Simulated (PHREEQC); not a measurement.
A PHREEQC speciation (ion-association model, wateq4f.dat) at 15 °C gives pH 1.29 and these molalities:

```json
[
 {"species": "AlSO4+", "mol/kgw": "0.170"},
 {"species": "HSO4-", "mol/kgw": "0.0953"},
 {"species": "Al(SO4)2-", "mol/kgw": "0.0806"},
 {"species": "SO4-2", "mol/kgw": "0.0742"},
 {"species": "H+", "mol/kgw": "0.0671"},
 {"species": "Al+3", "mol/kgw": "0.0281"},
 {"species": "AlHSO4+2", "mol/kgw": "0.00164"}
]
```

What are the element totals, and what could have been dissolved in 1 kg of water to give them?

This is not unique; one that fits is totals Al 0.280, S(6) 0.502 mol/kgw, from 0.082 mol H2SO4 and 0.14 mol Al2(SO4)3 per kg of water.

This is a speciation only: nothing precipitates in the calculation. Complexes and solids missing from the database can't appear.
